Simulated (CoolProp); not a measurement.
Computed with CoolProp (reference Helmholtz-energy equation of state, Zhou 2011).

### Question
Give the vapour pressure (bar), liquid density (kg/m³), vapour density (kg/m³), enthalpy of vaporisation (kJ/kg) of saturated dimethyl carbonate at 467.4, 524.5 K.

### Answer
| T (K) | p (bar) | liquid density (kg/m³) | vapour density (kg/m³) | enthalpy of vaporisation (kJ/kg) |
|---|---|---|---|---|
| 467.4 | 12.2 | 805 | 34.2 | 287 |
| 524.5 | 30.7 | 665 | 101 | 201 |
